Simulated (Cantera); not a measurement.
A Cantera script and its output.

```python
import numpy as np
import cantera as ct

gas = ct.Solution("gri30.yaml")
gas.TPX = 1050, 1400000, {'CH3OH': 0.0092, 'O2': 0.011, 'N2': 1}
inlet = ct.Reservoir(gas, clone=True)

reactor = ct.IdealGasConstPressureReactor(gas, energy="off", clone=False)
exhaust = ct.Reservoir(gas, clone=True)
tau = [17, 7.5, 3.4, 1.5, 0.69, 0.31, 0.14, 0.063, 0.029, 0.013, 0.0058][0]
for a, b in ((inlet, reactor), (reactor, exhaust)):
    ct.MassFlowController(a, b, mdot=lambda t: reactor.mass / tau)
net = ct.ReactorNet([reactor])
show = ['CH3OH', 'O2', 'HCN', 'CH2', 'CH2CO', 'H2']

rows = []
print(f"{'tau/s':>10s}{'T/K':>9s}" + "".join(f"{s:>11s}" for s in show))
for tau in [17, 7.5, 3.4, 1.5, 0.69, 0.31, 0.14, 0.063, 0.029, 0.013, 0.0058]:
    net.initial_time = 0.0
    net.advance(30 * tau)
    before = gas.X
    net.advance(40 * tau)
    drift = np.max(np.abs(gas.X - before) / (gas.X + 1e-9))
    rows.append([gas.T, *gas[show].X, drift])
    print(f"{tau:10.3e}{gas.T:9.1f}" + "".join(f"{x:11.3e}" for x in gas[show].X))
```

It prints:

```
     tau/s      T/K      CH3OH         O2        HCN        CH2      CH2CO         H2
 1.700e+01   1050.0  1.630e-05  9.159e-05  4.911e-13  6.264e-14  7.145e-10  3.339e-03
 7.500e+00   1050.0  3.172e-05  1.684e-04  4.053e-13  1.100e-13  1.146e-09  3.188e-03
 3.400e+00   1050.0  5.630e-05  2.924e-04  3.254e-13  1.817e-13  1.645e-09  3.029e-03
 1.500e+00   1050.0  9.631e-05  5.063e-04  2.420e-13  2.891e-13  2.180e-09  2.901e-03
 6.900e-01   1050.0  1.552e-04  8.347e-04  1.708e-13  4.300e-13  2.688e-09  2.868e-03
 3.100e-01   1050.0  2.505e-04  1.346e-03  1.173e-13  6.431e-13  3.306e-09  2.968e-03
 1.400e-01   1050.0  4.038e-04  2.047e-03  8.480e-14  9.983e-13  4.194e-09  3.203e-03
 6.300e-02   1050.0  6.580e-04  2.926e-03  6.565e-14  1.652e-12  5.514e-09  3.511e-03
 2.900e-02   1050.0  1.068e-03  3.911e-03  5.284e-14  2.807e-12  7.127e-09  3.743e-03
 1.300e-02   1050.0  1.785e-03  5.059e-03  3.973e-14  4.764e-12  8.340e-09  3.714e-03
 5.800e-03   1050.0  3.048e-03  6.452e-03  2.273e-14  6.897e-12  6.999e-09  3.169e-03
```

Model: GRI-Mech 3.0 (53 species, 325 reactions), integrated in Cantera. GRI-Mech 3.0 was tuned for natural gas; its chemistry of methanol as a main component is partial and can be far from experiment. The pressure lies above the range GRI-Mech 3.0 was tuned for (to about 10 atm).
